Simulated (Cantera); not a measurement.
Input (Python, Cantera):

```python
import numpy as np
import cantera as ct

gas = ct.Solution("gri30.yaml")
gas.TPX = 975, 130, {'H2': 0.061, 'O2': 1, 'N2': 1.7}
reactor = ct.IdealGasConstPressureReactor(gas, energy="off", clone=False)
net = ct.ReactorNet([reactor])
net.rtol, net.atol = 1e-08, 1e-18
show = ['H2', 'O2', 'H2O2', 'OH', 'NO2', 'H2O']
times = np.geomspace(3e-06, 9, 15)

steps = ct.SolutionArray(gas, extra=["t"])
rows = []
print(f"{'t/s':>10s}{'T/K':>9s}{'P/Pa':>11s}" + "".join(f"{s:>11s}" for s in show))
for t in times:
    while net.time < t:
        t_next = net.step()
        steps.append(gas.state, t=t_next)
    rows.append([np.interp(t, steps.t, y) for y in (steps.T, steps.P, *steps(*show).X.T)])
    print(f"{t:10.3e}{rows[-1][0]:9.1f}{rows[-1][1]:11.4g}" + "".join(f"{x:11.3e}" for x in rows[-1][2:]))
rate = np.gradient(steps.T, steps.t)
print("integrator steps:", len(steps.t))
if steps.T.max() > steps.T[0] + 200:
    print(f"time of steepest temperature rise: {steps.t[rate.argmax()]:.4e} s")
gas.TPX = 975, 130, {'H2': 0.061, 'O2': 1, 'N2': 1.7}
gas.equilibrate("TP")
print(f"equilibrium (TP): T = {gas.T:.1f} K  " + "  ".join(f"{s} {gas[s].X[0]:.3e}" for s in show))
```

It prints:

```
       t/s      T/K       P/Pa         H2         O2       H2O2         OH        NO2        H2O
 3.000e-06    975.0        130  2.209e-02  3.622e-01  3.301e-22  4.716e-18  3.992e-47  3.313e-21
 8.705e-06    975.0        130  2.209e-02  3.622e-01  2.520e-21  3.594e-17  2.154e-45  6.553e-20
 2.526e-05    975.0        130  2.209e-02  3.622e-01  2.057e-20  2.922e-16  1.067e-43  1.366e-18
 7.330e-05    975.0        130  2.209e-02  3.622e-01  1.678e-19  2.359e-15  6.120e-42  2.929e-17
 2.127e-04    975.0        130  2.209e-02  3.622e-01  1.389e-18  1.901e-14  3.511e-40  6.165e-16
 6.171e-04    975.0        130  2.209e-02  3.622e-01  1.159e-17  1.473e-13  2.678e-38  1.342e-14
 1.791e-03    975.0        130  2.209e-02  3.622e-01  9.727e-17  1.018e-12  2.967e-36  2.790e-13
 5.196e-03    975.0        130  2.209e-02  3.622e-01  8.178e-16  5.765e-12  4.149e-34  4.893e-12
 1.508e-02    975.0        130  2.209e-02  3.622e-01  6.891e-15  3.519e-11  6.811e-32  8.065e-11
 4.375e-02    975.0        130  2.209e-02  3.622e-01  5.872e-14  9.518e-10  2.338e-29  3.599e-09
 1.270e-01    975.0        130  2.205e-02  3.622e-01  8.512e-12  7.252e-06  4.186e-21  2.879e-05
 3.684e-01    975.0        130  4.870e-04  3.477e-01  2.673e-09  6.548e-04  2.587e-14  1.817e-02
 1.069e+00    975.0        130  3.267e-04  3.485e-01  2.227e-09  5.375e-04  1.512e-13  1.927e-02
 3.102e+00    975.0        130  2.151e-04  3.509e-01  2.550e-09  4.361e-04  4.585e-13  2.064e-02
 9.000e+00    975.0        130  7.514e-05  3.536e-01  2.994e-09  2.568e-04  1.513e-12  2.188e-02
integrator steps: 944
equilibrium (TP): T = 975.0 K  H2 4.260e-11  O2 3.550e-01  H2O2 9.735e-13  OH 1.983e-07  NO2 8.245e-08  H2O 2.234e-02
```

Detailed kinetics in Cantera: GRI-Mech 3.0 (53 species, 325 reactions). Radical loss at walls, strong at low pressure, is not modelled.
